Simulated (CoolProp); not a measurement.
Hexamethyldisiloxane (MM) along the isotherm 620 K: Z from the reference equation and from simpler models built on Tc = 518.7 K, pc = 19.31 bar, ω = 0.418; each cubic takes its own stable root.

Model: reference Helmholtz-energy equation of state, Thol 2016, in CoolProp.

```json
[
 {"p (bar)": "3.02", "phase": "gas", "reference": "0.9707", "Redlich-Kwong": "0.9682", "Soave-Redlich-Kwong": "0.9736", "Peng-Robinson": "0.9688"},
 {"p (bar)": "6.03", "phase": "gas", "reference": "0.9410", "Redlich-Kwong": "0.9356", "Soave-Redlich-Kwong": "[?]", "Peng-Robinson": "0.9377"},
 {"p (bar)": "9.05", "phase": "gas", "reference": "0.9111", "Redlich-Kwong": "0.9021", "Soave-Redlich-Kwong": "0.9202", "Peng-Robinson": "0.9065"},
 {"p (bar)": "12.1", "phase": "gas", "reference": "0.8809", "Redlich-Kwong": "0.8674", "Soave-Redlich-Kwong": "0.8929", "Peng-Robinson": "0.8752"},
 {"p (bar)": "15.1", "phase": "gas", "reference": "0.8516", "Redlich-Kwong": "0.8324", "Soave-Redlich-Kwong": "0.8662", "Peng-Robinson": "0.8448"},
 {"p (bar)": "18.1", "phase": "gas", "reference": "0.8229", "Redlich-Kwong": "0.7965", "Soave-Redlich-Kwong": "0.8396", "Peng-Robinson": "0.8149"},
 {"p (bar)": "21.1", "phase": "supercritical", "reference": "0.7949", "Redlich-Kwong": "0.7600", "Soave-Redlich-Kwong": "0.8134", "Peng-Robinson": "0.7858"},
 {"p (bar)": "24.1", "phase": "supercritical", "reference": "0.7678", "Redlich-Kwong": "0.7232", "Soave-Redlich-Kwong": "0.7879", "Peng-Robinson": "0.7578"},
 {"p (bar)": "27.2", "phase": "supercritical", "reference": "0.7408", "Redlich-Kwong": "0.6856", "Soave-Redlich-Kwong": "0.7627", "Peng-Robinson": "0.7305"},
 {"p (bar)": "30.2", "phase": "supercritical", "reference": "0.7158", "Redlich-Kwong": "0.6509", "Soave-Redlich-Kwong": "0.7400", "Peng-Robinson": "0.7061"},
 {"p (bar)": "33.2", "phase": "supercritical", "reference": "0.6919", "Redlich-Kwong": "0.6195", "Soave-Redlich-Kwong": "0.7195", "Peng-Robinson": "0.6842"},
 {"p (bar)": "36.2", "phase": "supercritical", "reference": "0.6696", "Redlich-Kwong": "0.5936", "Soave-Redlich-Kwong": "0.7017", "Peng-Robinson": "0.6653"},
 {"p (bar)": "39.2", "phase": "supercritical", "reference": "0.6492", "Redlich-Kwong": "0.5745", "Soave-Redlich-Kwong": "0.6871", "Peng-Robinson": "0.6498"},
 {"p (bar)": "42.2", "phase": "supercritical", "reference": "0.6313", "Redlich-Kwong": "0.5624", "Soave-Redlich-Kwong": "[?]", "Peng-Robinson": "0.6377"},
 {"p (bar)": "45.3", "phase": "supercritical", "reference": "0.6163", "Redlich-Kwong": "0.5563", "Soave-Redlich-Kwong": "0.6680", "Peng-Robinson": "0.6287"},
 {"p (bar)": "48.3", "phase": "supercritical", "reference": "0.6056", "Redlich-Kwong": "[?]", "Soave-Redlich-Kwong": "0.6637", "Peng-Robinson": "0.6233"}
]
```

Some entries are withheld; supply them.


- 6.03, Soave-Redlich-Kwong: 0.9470
- 42.2, Soave-Redlich-Kwong: 0.6759
- 48.3, Redlich-Kwong: 0.5555
